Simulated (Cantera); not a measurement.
Cantera run, input and output.

```python
import numpy as np
import cantera as ct

gas = ct.Solution("gri30.yaml")


def delay(T, t_max=10):
    gas.TPX = T, 1900000, {'CH4': 1, 'O2': 1.4, 'N2': 10.4}
    reactor = ct.IdealGasConstPressureReactor(gas, clone=False)
    net = ct.ReactorNet([reactor])
    net.rtol, net.atol = 1e-8, 1e-16
    while net.time < t_max:
        t_old, T_old = net.time, reactor.T
        net.step()
        if reactor.T > T + 400:  # ignition: a rise of 400 K
            return t_old + (T + 400 - T_old) / (reactor.T - T_old) * (net.time - t_old)
    return np.nan


taus = []
for T in [1300, 1350, 1400, 1450, 1500, 1550, 1600, 1650, 1700]:
    taus.append(delay(T))
    print(f"T0 = {T:6g} K   tau = {taus[-1]:.4e} s")
```

Result:

```
T0 =   1300 K   tau = 1.7194e-03 s
T0 =   1350 K   tau = 1.0353e-03 s
T0 =   1400 K   tau = 6.3350e-04 s
T0 =   1450 K   tau = 3.9245e-04 s
T0 =   1500 K   tau = 2.4551e-04 s
T0 =   1550 K   tau = 1.5494e-04 s
T0 =   1600 K   tau = 9.8720e-05 s
T0 =   1650 K   tau = 6.3626e-05 s
T0 =   1700 K   tau = 4.1600e-05 s
```

Computed with Cantera and GRI-Mech 3.0 (53 species, 325 reactions). The pressure lies above the range GRI-Mech 3.0 was tuned for (to about 10 atm).
